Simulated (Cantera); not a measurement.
A perfectly stirred reactor is fed with C₂H₆ : N₂ = 1 : 140 (molar parts), at 0.248 Torr; it is held at 1225 K, and followed from long to short residence time.

Cantera simulation using GRI-Mech 3.0 (53 species, 325 reactions); the numbers are that mechanism's predictions, not measurements. GRI-Mech 3.0 stops at C3 and has no aromatics, soot or wall deposition, so with more carbon than oxygen in the feed, carbon stays in small species such as C2H2 where larger ones or solid carbon would form. Radical loss at walls, strong at low pressure, is not modelled.

**Question.** What does this change do: pressure from 0.248 Torr to 195 Torr?

**Answer.** 
```
quantity                  before     after
----------------------  --------  --------
x(C₂H₆) at τ = 0.990 s   0.00637  0.000281
x(H₂) at τ = 0.990 s    0.000568    0.0105
x(C₂H₂) at τ = 0.990 s   9.97e-6   0.00465
x(CH₃) at τ = 0.990 s   0.000157   4.57e-6
x(HCN) at τ = 0.990 s    8.31e-9   1.25e-9
x(C₂H₆) at τ = 9.20 ms   0.00709   0.00591
x(H₂) at τ = 9.20 ms     1.87e-9   0.00110
x(C₂H₂) at τ = 9.20 ms    <1e-12   3.30e-5
x(CH₃) at τ = 9.20 ms    1.88e-6   2.32e-5
x(HCN) at τ = 9.20 ms     <1e-12  8.87e-10
```

**Question.** What does this change do: 8 parts H2O added?

**Answer.** 
| quantity | before | after |
|---|---|---|
| x(C₂H₆) at τ = 0.990 s | 0.00637 | 0.00578 |
| x(H₂) at τ = 0.990 s | 0.000568 | 0.000740 |
| x(C₂H₂) at τ = 0.990 s | 9.97e-6 | 1.84e-5 |
| x(CH₃) at τ = 0.990 s | 0.000157 | 0.000169 |
| x(HCN) at τ = 0.990 s | 8.31e-9 | 7.36e-10 |
| x(C₂H₆) at τ = 9.20 ms | 0.00709 | 0.00671 |
| x(H₂) at τ = 9.20 ms | 1.87e-9 | 3.04e-9 |
| x(C₂H₂) at τ = 9.20 ms | <1e-12 | <1e-12 |
| x(CH₃) at τ = 9.20 ms | 1.88e-6 | 2.18e-6 |
| x(HCN) at τ = 9.20 ms | <1e-12 | <1e-12 |
